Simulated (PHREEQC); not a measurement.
1 kg of water holding 4.5 mmol/kgw Na2SO4, 6.1 mmol/kgw K2SO4 and 9.8 mmol/kgw NaCl is evaporated at 20 °C; the solids stay in contact with the brine. No CO2 enters from the air. The run lets Arcanite, Glaserite, Halite, Mirabilite, Misenite, Sylvite, Thenardite precipitate or redissolve, and no other solid.

All values are PHREEQC results (Pitzer model, pitzer.dat), not measurements.

```json
[
 {"water left (kg)": "1", "ionic strength": "0.0416", "water activity": "0.999", "Glaserite (mol)": "0", "Cl in solution (mol/kgw)": "0.00980", "Na in solution (mol/kgw)": "0.0188", "S in solution (mol/kgw)": "0.0106"},
 {"water left (kg)": "0.6755", "ionic strength": "0.0616", "water activity": "0.999", "Glaserite (mol)": "0", "Cl in solution (mol/kgw)": "0.0145", "Na in solution (mol/kgw)": "0.0278", "S in solution (mol/kgw)": "0.0157"},
 {"water left (kg)": "0.5552", "ionic strength": "0.0749", "water activity": "0.999", "Glaserite (mol)": "0", "Cl in solution (mol/kgw)": "0.0177", "Na in solution (mol/kgw)": "0.0339", "S in solution (mol/kgw)": "0.0191"},
 {"water left (kg)": "0.4563", "ionic strength": "0.0912", "water activity": "0.998", "Glaserite (mol)": "0", "Cl in solution (mol/kgw)": "0.0215", "Na in solution (mol/kgw)": "0.0412", "S in solution (mol/kgw)": "0.0232"},
 {"water left (kg)": "0.3082", "ionic strength": "0.135", "water activity": "0.997", "Glaserite (mol)": "0", "Cl in solution (mol/kgw)": "0.0318", "Na in solution (mol/kgw)": "0.0610", "S in solution (mol/kgw)": "0.0344"},
 {"water left (kg)": "0.2082", "ionic strength": "0.200", "water activity": "0.996", "Glaserite (mol)": "0", "Cl in solution (mol/kgw)": "0.0471", "Na in solution (mol/kgw)": "0.0903", "S in solution (mol/kgw)": "0.0509"},
 {"water left (kg)": "0.1711", "ionic strength": "0.243", "water activity": "0.995", "Glaserite (mol)": "0", "Cl in solution (mol/kgw)": "0.0573", "Na in solution (mol/kgw)": "0.110", "S in solution (mol/kgw)": "0.0619"},
 {"water left (kg)": "0.1407", "ionic strength": "0.296", "water activity": "0.995", "Glaserite (mol)": "0", "Cl in solution (mol/kgw)": "0.0697", "Na in solution (mol/kgw)": "0.134", "S in solution (mol/kgw)": "0.0754"},
 {"water left (kg)": "0.09502", "ionic strength": "0.438", "water activity": "0.992", "Glaserite (mol)": "0", "Cl in solution (mol/kgw)": "0.103", "Na in solution (mol/kgw)": "0.198", "S in solution (mol/kgw)": "0.112"},
 {"water left (kg)": "0.06418", "ionic strength": "0.648", "water activity": "0.989", "Glaserite (mol)": "0", "Cl in solution (mol/kgw)": "0.153", "Na in solution (mol/kgw)": "0.293", "S in solution (mol/kgw)": "0.165"},
 {"water left (kg)": "0.05275", "ionic strength": "0.789", "water activity": "0.986", "Glaserite (mol)": "0", "Cl in solution (mol/kgw)": "0.186", "Na in solution (mol/kgw)": "0.356", "S in solution (mol/kgw)": "0.201"},
 {"water left (kg)": "0.04335", "ionic strength": "0.960", "water activity": "0.984", "Glaserite (mol)": "0", "Cl in solution (mol/kgw)": "0.226", "Na in solution (mol/kgw)": "0.434", "S in solution (mol/kgw)": "0.245"},
 {"water left (kg)": "0.0293", "ionic strength": "1.42", "water activity": "0.976", "Glaserite (mol)": "0", "Cl in solution (mol/kgw)": "0.334", "Na in solution (mol/kgw)": "0.642", "S in solution (mol/kgw)": "0.362"},
 {"water left (kg)": "0.01979", "ionic strength": "2.10", "water activity": "0.966", "Glaserite (mol)": "0", "Cl in solution (mol/kgw)": "0.495", "Na in solution (mol/kgw)": "0.950", "S in solution (mol/kgw)": "0.536"},
 {"water left (kg)": "0.01627", "ionic strength": "2.56", "water activity": "0.959", "Glaserite (mol)": "0", "Cl in solution (mol/kgw)": "0.602", "Na in solution (mol/kgw)": "1.16", "S in solution (mol/kgw)": "0.651"},
 {"water left (kg)": "0.01337", "ionic strength": "3.11", "water activity": "0.950", "Glaserite (mol)": "0", "Cl in solution (mol/kgw)": "0.733", "Na in solution (mol/kgw)": "1.41", "S in solution (mol/kgw)": "0.793"},
 {"water left (kg)": "0.00903", "ionic strength": "4.50", "water activity": "0.927", "Glaserite (mol)": "0.000158", "Cl in solution (mol/kgw)": "1.09", "Na in solution (mol/kgw)": "2.06", "S in solution (mol/kgw)": "1.14"},
 {"water left (kg)": "0.006093", "ionic strength": "5.26", "water activity": "0.905", "Glaserite (mol)": "0.00159", "Cl in solution (mol/kgw)": "1.61", "Na in solution (mol/kgw)": "2.82", "S in solution (mol/kgw)": "1.22"},
 {"water left (kg)": "0.005012", "ionic strength": "5.77", "water activity": "0.889", "Glaserite (mol)": "0.00211", "Cl in solution (mol/kgw)": "1.96", "Na in solution (mol/kgw)": "3.33", "S in solution (mol/kgw)": "1.27"}
]
```

Glaserite from water left = 0.00903 kg.
